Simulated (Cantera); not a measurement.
An isothermal, constant-pressure homogeneous reactor starts with H2 : O2 : N2 = 0.031 : 1 : 3.8 (molar parts), at 1473 K and 11.3 Torr.

Cantera simulation using GRI-Mech 3.0 (53 species, 325 reactions); the numbers are that mechanism's predictions, not measurements. Radical loss at walls, strong at low pressure, is not modelled.

x: mole fraction; the columns are a selection and need not sum to one.

| t (s) | x H2 | x O2 | x NO | x H2O2 | x N2O | x H |
|---|---|---|---|---|---|---|
| 2.00e-5 | 0.00642 | 0.207 | <1e-12 | <1e-12 | <1e-12 | 1.58e-9 |
| 7.96e-5 | 0.00642 | 0.207 | <1e-12 | 1.15e-12 | <1e-12 | 4.54e-9 |
| 0.000317 | 0.00642 | 0.207 | <1e-12 | 1.55e-11 | <1e-12 | 1.18e-8 |
| 0.00126 | 0.00642 | 0.207 | <1e-12 | 1.45e-10 | <1e-12 | 1.27e-7 |
| 0.00502 | 0.00373 | 0.205 | 1.69e-10 | 6.00e-9 | 2.28e-10 | 0.000347 |
| 0.0200 | 6.79e-5 | 0.201 | (withheld) | 4.35e-9 | 1.19e-8 | 0.000425 |
| 0.0796 | 6.31e-5 | 0.201 | (withheld) | 4.23e-9 | 2.00e-8 | 0.000378 |
| 0.317 | 4.83e-5 | 0.202 | (withheld) | 3.77e-9 | 2.17e-8 | 0.000247 |
| 1.26 | 2.07e-5 | 0.203 | (withheld) | 2.44e-9 | 2.58e-8 | 6.69e-5 |
| 5.02 | 3.65e-6 | 0.204 | (withheld) | 7.88e-10 | 2.94e-8 | 4.80e-6 |
| 20.0 | 4.51e-7 | 0.204 | (withheld) | 1.49e-10 | 1.67e-8 | 2.06e-7 |

Question: Complete the blanks.

Answer: 
- 0.0200, x NO: 2.13e-8
- 0.0796, x NO: 1.13e-7
- 0.317, x NO: 3.98e-7
- 1.26, x NO: 9.36e-7
- 5.02, x NO: 1.44e-6
- 20.0, x NO: 1.69e-6
